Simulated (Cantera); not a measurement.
A Cantera script and what it prints.

```python
import numpy as np
import cantera as ct

gas_names = """
    B BH BH2 BH3 BN BO BO2 B2 B2O B2O2 B2O3 B3O3H3 H HBO HBO2 HNO HNO2 HNO3 HO2 H2 H2O H2O2 H3B3O6 N NH
    NH2 NH3 NH2OH NO NO2 NO3 N2 N2H2 N2H4 N2O O OH O2 O3
""".split()
cond_names = """
    B(b) B(L) BN(s) B2O3(L) B3O3H3(cr) H2O(s) H2O(L)
""".split()


# ... load() reads the species with a 1 bar reference pressure and builds the phases ...
atoms = {
    'B2H6': {'B': 2, 'H': 6},
    'NH3': {'N': 1, 'H': 3},
    'O2': {'O': 2},
}
top_T = {'BN(s)': 3200}  # K; cautious upper limits of use, not melting points


# ... equilibrate(T, P, feed) seeds the gas with the atoms and calls Mixture.equilibrate('TP', solver="vcs", rtol=1e-11, max_steps=5000) ...
results = []
feed = {'B2H6': 1, 'NH3': 14, 'O2': 0.98}  # mol
T = 2250  # K
for P in [10, 63, 400, 2500, 16000, 100000]:
    mix = equilibrate(T, P, feed)
    results.append((T, P, feed, dict(zip(mix.species_names, mix.species_moles))))

top = {s: max(r[3][s] / sum(r[3][g] for g in gas_names) for r in results) for s in gas_names}
cols = sorted((s for s in top if top[s] > 1e-05), key=lambda s: -top[s])[:8]
seen = [c for c in cond_names if any(r[3].get(c, 0) > 1e-12 for r in results)]
print("log10 of partial pressures in bar; condensed amounts in mol")
print(f"{'P/Pa':>10s}" + "".join(f"{s[:9]:>10s}" for s in cols + seen))
for T, P, feed, n in results:
    ng = sum(n[g] for g in gas_names)
    print(f"{P:10.4g}" + "".join(f"{np.log10(max(n[s] / ng * P / 1e5, 1e-99)):10.3f}" for s in cols)
          + "".join(f"{n.get(c, 0):10.4g}" for c in seen))
```

Output:

```
log10 of partial pressures in bar; condensed amounts in mol
      P/Pa        H2         H        N2        BO       HBO      B2O2      HBO2      B2O3     BN(s)
        10    -4.458    -4.358    -4.780    -5.363    -6.529    -8.309   -10.059   -11.037         0
        63    -3.469    -3.864    -3.922    -4.564    -5.236    -6.713    -8.743    -9.417         0
       400    -2.589    -3.424    -3.087    -3.862    -4.094    -5.308    -7.434    -7.846         0
      2500    -1.762    -3.010    -2.275    -3.278    -3.096    -4.139    -6.120    -6.361         0
   1.6e+04    -0.943    -2.601    -1.462    -2.783    -2.192    -3.149    -4.394    -4.550   0.04059
     1e+05    -0.140    -2.199    -0.665    -2.380    -1.388    -2.344    -2.789    -2.944    0.1343
```

Cantera equilibrium calculation (NASA polynomials, part measured and part estimated; ideal gas, pure solids and liquids). The feed counts by its element totals alone. The tables' values for BH2 are old estimates; treat these amounts as uncertain.
